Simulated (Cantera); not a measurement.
# Premixed flame

A freely propagating, adiabatic, planar premixed flame of H2 : O2 : N2 = 1 : 0.417 : 2 (molar parts), equivalence ratio 1.2, unburnt at 375 K and 0.138 atm; mixture-averaged transport, grid criteria slope 0.08 and curve 0.16, no radiation.

Model: the H2/O2 subset of GRI-Mech 3.0, which has no nitrogen chemistry, integrated in Cantera. Burning velocities carry a grid error of a few per cent, more on coarse grids.

```json
[
 {"z (mm)": "-16.7", "T (K)": "375", "u (m/s)": "2.50", "x H2": "0.293", "x O2": "0.122", "x H2O": "<1e-8", "x H": "<1e-8", "x HO2": "<1e-8", "x O": "<1e-8"},
 {"z (mm)": "-11.1", "T (K)": "375", "u (m/s)": "2.50", "x H2": "0.293", "x O2": "0.122", "x H2O": "<1e-8", "x H": "<1e-8", "x HO2": "<1e-8", "x O": "<1e-8"},
 {"z (mm)": "-8.35", "T (K)": "375", "u (m/s)": "2.50", "x H2": "0.293", "x O2": "0.122", "x H2O": "<1e-8", "x H": "<1e-8", "x HO2": "<1e-8", "x O": "<1e-8"},
 {"z (mm)": "-5.57", "T (K)": "375", "u (m/s)": "2.50", "x H2": "0.293", "x O2": "0.122", "x H2O": "<1e-8", "x H": "<1e-8", "x HO2": "<1e-8", "x O": "<1e-8"},
 {"z (mm)": "-2.78", "T (K)": "378", "u (m/s)": "2.51", "x H2": "0.291", "x O2": "0.122", "x H2O": "5.36e-5", "x H": "6.65e-6", "x HO2": "3.35e-5", "x O": "5.11e-7"},
 {"z (mm)": "-1.39", "T (K)": "565", "u (m/s)": "3.69", "x H2": "0.265", "x O2": "0.118", "x H2O": "0.0137", "x H": "0.00442", "x HO2": "5.76e-5", "x O": "8.27e-5"},
 {"z (mm)": "0", "T (K)": "1006", "u (m/s)": "6.35", "x H2": "0.158", "x O2": "0.0821", "x H2O": "0.0951", "x H": "0.0448", "x HO2": "1.56e-5", "x O": "0.00362"},
 {"z (mm)": "1.39", "T (K)": "1288", "u (m/s)": "8.04", "x H2": "0.0649", "x O2": "0.0259", "x H2O": "0.198", "x H": "0.0755", "x HO2": "4.33e-6", "x O": "0.00780"},
 {"z (mm)": "2.78", "T (K)": "1404", "u (m/s)": "8.71", "x H2": "0.0538", "x O2": "0.0160", "x H2O": "0.217", "x H": "0.0721", "x HO2": "2.37e-6", "x O": "0.00769"},
 {"z (mm)": "5.57", "T (K)": "1528", "u (m/s)": "9.40", "x H2": "0.0557", "x O2": "0.0131", "x H2O": "0.224", "x H": "0.0603", "x HO2": "1.67e-6", "x O": "0.00705"},
 {"z (mm)": "11.1", "T (K)": "1662", "u (m/s)": "10.1", "x H2": "0.0578", "x O2": "0.0107", "x H2O": "0.231", "x H": "0.0474", "x HO2": "1.18e-6", "x O": "0.00588"},
 {"z (mm)": "22.3", "T (K)": "1795", "u (m/s)": "10.8", "x H2": "0.0583", "x O2": "0.00803", "x H2O": "0.240", "x H": "0.0352", "x HO2": "7.98e-7", "x O": "0.00440"},
 {"z (mm)": "44.6", "T (K)": "1919", "u (m/s)": "11.5", "x H2": "0.0576", "x O2": "0.00546", "x H2O": "0.249", "x H": "0.0245", "x HO2": "5.12e-7", "x O": "0.00288"}
]
```
x: mole fraction of selected species; z is measured from the peak of heat release.

```yaml
laminar_burning_velocity: 250 cm/s
thermal_thickness: 5.57 mm
peak x(H): 0.0761
peak x(HO2): 0.000104
peak x(O): 0.00785
grid_points: 135
```
